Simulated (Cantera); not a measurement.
A Cantera script and what it prints.

```python
import numpy as np
import cantera as ct

gas_names = [...]  # 113 gases of nasa_gas.yaml made of C, H, O, Pb
cond_names = """
    C(gr) C6H6(L) C7H8(L) C8H18(L),n-octa H2O(s) H2O(L) Pb(cr) Pb(L) PbO(rd) PbO(yw) PbO(L) PbO2(s)
    Pb3O4(s)
""".split()


# ... load() reads the species with a 1 bar reference pressure and builds the phases ...
atoms = {
    'PbO': {'Pb': 1, 'O': 1},
    'CO': {'C': 1, 'O': 1},
    'H2': {'H': 2},
}
top_T = {'C(gr)': 4500, 'Pb3O4(s)': 820}  # K; cautious upper limits of use, not melting points


# ... equilibrate(T, P, feed) seeds the gas with the atoms and calls Mixture.equilibrate('TP', solver="vcs", rtol=1e-11, max_steps=5000) ...
results = []
T = 1223.15  # K
P = 101325  # Pa
for m in [0.18, 0.59, 1, 1.4, 1.8, 2.2, 2.6]:
    feed = {'PbO': 1, 'CO': m, 'H2': 23}  # mol
    mix = equilibrate(T, P, feed)
    results.append((T, P, feed, dict(zip(mix.species_names, mix.species_moles))))

top = {s: max(r[3][s] / sum(r[3][g] for g in gas_names) for r in results) for s in gas_names}
cols = sorted((s for s in top if top[s] > 0.001), key=lambda s: -top[s])[:8]
seen = [c for c in cond_names if any(r[3].get(c, 0) > 1e-12 for r in results)]
print("log10 of partial pressures in bar; condensed amounts in mol")
print(f"{'n(CO)':>10s}" + "".join(f"{s[:9]:>10s}" for s in cols + seen))
for T, P, feed, n in results:
    ng = sum(n[g] for g in gas_names)
    print(f"{feed['CO']:10.4g}" + "".join(f"{np.log10(max(n[s] / ng * P / 1e5, 1e-99)):10.3f}" for s in cols)
          + "".join(f"{n.get(c, 0):10.4g}" for c in seen))
```

Output:

```
log10 of partial pressures in bar; condensed amounts in mol
     n(CO)        H2        CO       H2O       CO2     Pb(L)
      0.18    -0.017    -2.120    -1.362    -3.629    0.9792
      0.59    -0.025    -1.612    -1.374    -3.125    0.9788
         1    -0.032    -1.390    -1.385    -2.908    0.9784
       1.4    -0.039    -1.251    -1.397    -2.773    0.9781
       1.8    -0.046    -1.148    -1.408    -2.675    0.9777
       2.2    -0.053    -1.068    -1.419    -2.599    0.9774
       2.6    -0.059    -1.002    -1.430    -2.537     0.977
```

These are equilibrium values from Cantera (NASA tables, ideal gas, pure condensed phases), not measurements of a reactor.
